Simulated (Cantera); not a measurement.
Cantera run:

```python
import numpy as np
import cantera as ct

gas_names = [...]  # 45 gases of nasa_gas.yaml made of Al, Cl, H, N, O
cond_names = """
    AL(cr) AL(L) ALCL3(s) ALCL3(L) ALN(s) AL2O3(a) AL2O3(L) H2O(s) H2O(L) NH4CL(a) NH4CL(b)
""".split()


# ... load() reads the species with a 1 bar reference pressure and builds the phases ...
atoms = {
    'AlN': {'AL': 1, 'N': 1},
    'HCl': {'H': 1, 'CL': 1},
    'O2': {'O': 2},
}
top_T = {'ALN(s)': 2750}  # K; cautious upper limits of use, not melting points


# ... equilibrate(T, P, feed) seeds the gas with the atoms and calls Mixture.equilibrate('TP', solver="vcs", rtol=1e-11, max_steps=5000) ...
results = []
feed = {'AlN': 1, 'HCl': 0.095, 'O2': 0.36}  # mol
P = 610000  # Pa
for T in [1073, 1123, 1173, 1223, 1273, 1323, 1373, 1423, 1473, 1523, 1573, 1623, 1673, 1723]:
    mix = equilibrate(T, P, feed)
    results.append((T, P, feed, dict(zip(mix.species_names, mix.species_moles))))

top = {s: max(r[3][s] / sum(r[3][g] for g in gas_names) for r in results) for s in gas_names}
cols = sorted((s for s in top if top[s] > 1e-06), key=lambda s: -top[s])[:6]
seen = [c for c in cond_names if any(r[3].get(c, 0) > 1e-12 for r in results)]
print("log10 of partial pressures in bar; condensed amounts in mol")
print(f"{'T/K':>10s}" + "".join(f"{s[:9]:>10s}" for s in cols + seen))
for T, P, feed, n in results:
    ng = sum(n[g] for g in gas_names)
    print(f"{T:10.4g}" + "".join(f"{np.log10(max(n[s] / ng * P / 1e5, 1e-99)):10.3f}" for s in cols)
          + "".join(f"{n.get(c, 0):10.4g}" for c in seen))
```

It prints:

```
log10 of partial pressures in bar; condensed amounts in mol
       T/K        N2        H2     ALCL3       HCL     ALCL2    AL2CL6    ALN(s)  AL2O3(a)
      1073     0.663    -0.163    -0.354    -0.447    -5.487    -2.116    0.4949      0.24
      1123     0.663    -0.162    -0.346    -0.454    -5.026    -2.347    0.4948      0.24
      1173     0.663    -0.160    -0.341    -0.461    -4.607    -2.560    0.4947      0.24
      1223     0.663    -0.158    -0.338    -0.467    -4.223    -2.757    0.4946      0.24
      1273     0.663    -0.157    -0.335    -0.474    -3.870    -2.938    0.4945      0.24
      1323     0.663    -0.155    -0.333    -0.480    -3.545    -3.105    0.4944      0.24
      1373     0.663    -0.154    -0.332    -0.485    -3.245    -3.259    0.4943      0.24
      1423     0.663    -0.153    -0.330    -0.490    -2.966    -3.402    0.4942      0.24
      1473     0.663    -0.152    -0.330    -0.495    -2.707    -3.535    0.4942      0.24
      1523     0.663    -0.151    -0.330    -0.499    -2.466    -3.659    0.4941      0.24
      1573     0.663    -0.150    -0.330    -0.504    -2.241    -3.775     0.494      0.24
      1623     0.663    -0.149    -0.332    -0.508    -2.031    -3.886    0.4938      0.24
      1673     0.663    -0.149    -0.335    -0.513    -1.835    -3.992    0.4936      0.24
      1723     0.663    -0.148    -0.339    -0.518    -1.652    -4.095    0.4933      0.24
```

Cantera equilibrium calculation (NASA polynomials, part measured and part estimated; ideal gas, pure solids and liquids). Mutual solubility and eutectic melting of coexisting phases are not modelled. The tables' values for AlCl2 are old estimates; treat these amounts as uncertain.
